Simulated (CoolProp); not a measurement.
A closed Brayton cycle with carbon dioxide: compressor inlet 309.15 K and 7.8 MPa, high pressure 22.4 MPa, turbine inlet 890 K, compressor efficiency 0.89, turbine efficiency 0.93, recuperator effectiveness 0.8 (on enthalpy, no pinch check). Each further row changes one setting.

Values from CoolProp's reference Helmholtz-energy equation of state, Span 1996.

```
case                           thermal efficiency (%)  net work (kJ/kg)  compressor to turbine work  compressor exit (K)  turbine exit (K)
-----------------------------  ----------------------  ----------------  --------------------------  -------------------  ----------------
as stated                                        33.7               116                        0.25                378.6             754.4
turbine inlet 840 K                                 ?                 ?                        0.27                378.6             709.3
compressor inlet 319.15 K                           ?                 ?                           ?                404.8             754.4
high pressure 19 MPa                             31.3                 ?                           ?                    ?             774.9
recuperator effectiveness 0.5                    24.4               116                        0.25                378.6             754.4
```

### Question
Complete the blanks.

### Answer

- turbine inlet 840 K, thermal efficiency (%): 32.8
- turbine inlet 840 K, net work (kJ/kg): 106
- compressor inlet 319.15 K, thermal efficiency (%): 33.0
- compressor inlet 319.15 K, net work (kJ/kg): 104
- compressor inlet 319.15 K, compressor to turbine work: 0.32
- high pressure 19 MPa, net work (kJ/kg): 101
- high pressure 19 MPa, compressor to turbine work: 0.24
- high pressure 19 MPa, compressor exit (K): 367.6
